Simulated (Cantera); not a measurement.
Input: 1 mol C₂H₅OH, 0.21 mol NH₃, 26 mol H₂, held at 2298 K and 0.330 bar.

Equilibrium computed with Cantera from the NASA thermochemical tables; the gas is ideal and each condensed phase is pure. Rates play no part.

```csv
species,before,after
H₂,0.943,0.866
H,0.0162,0.0950
CO,0.0326,0.0313
CH₄,6.30e-5,1.42e-6
CH₃,2.03e-5,2.92e-6
C₂H,3.11e-6,1.83e-5
C₂H₂ (acetylene),0.00403,0.00370
HCN,0.00193,0.00182
HNC,0.000175,0.000165
"C(graphite), mol",0.684,0.697
```
Gas species are given as mole fractions.

Problem. What was changed between the two runs?
(A) pressure from 0.330 bar to 0.00880 bar
(B) NH₃ from 0.21 to 0.013 mol
(C) NH₃ from 0.21 to 2.5 mol
(D) 1.4 mol N₂ added

Solution. A, pressure from 0.330 bar to 0.00880 bar
